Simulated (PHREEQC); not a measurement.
Model water analysis in mg/L, 44 °C, pH 7.97, pe 2.1:

| constituent | mg/L |
|---|---|
| Na | 8.28 |
| K | 0.00534 |
| Ca | 11.7 |
| Mg | 3.35 |
| Cl | 10.7 |
| S(6) as SO4 | 6.15 |
| Alkalinity as HCO3 | 49.5 |
| Ba | 0.0781 |
| Si as SiO2 | 0.0221 |
| Fe(2) | 0.653 |
| Zn | 0.265 |

Valence states are taken as typed.

Equilibrium calculation in PHREEQC: ion-association model, wateq4f.dat.

**Question.** The ionic strength comes out as 0.00171 mol/kgw. What activity coefficients do CaHCO3+, OH-, HCO3-, Fe+2, Cl- get?

**Answer.** CaHCO3+ 0.95, OH- 0.95, HCO3- 0.95, Fe+2 0.83, Cl- 0.95.

This is a speciation only: nothing precipitates in the calculation. The solution is supersaturated, for example in Siderite, so a real one may precipitate; this is no full list. At this temperature some constants are extrapolated from 25 °C, and those without enthalpy data are left unchanged. The database's zinc carbonate complexes are estimates, stronger than later reviews accept.
